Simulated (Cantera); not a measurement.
A freely propagating, adiabatic, planar premixed flame of H₂ : O₂ : N₂ = 1 : 0.333 : 1.25 (molar parts), unburnt at 550 K and 0.340 bar; mixture-averaged transport, grid criteria slope 0.08 and curve 0.16, no radiation.

Cantera simulation using the H2/O2 subset of GRI-Mech 3.0, which has no nitrogen chemistry; the numbers are that mechanism's predictions, not measurements. Burning velocities carry a grid error of a few per cent, more on coarse grids.

Task: Predict: laminar burning velocity; thermal thickness; peak x(OH); peak x(O); peak x(H₂O₂).

Result: 
```json
{
 "laminar_burning_velocity": "682 cm/s",
 "thermal_thickness": "1.78 mm",
 "peak x(OH)": "0.0112",
 "peak x(O)": "0.00823",
 "peak x(H₂O₂)": "4.81e-6"
}
```
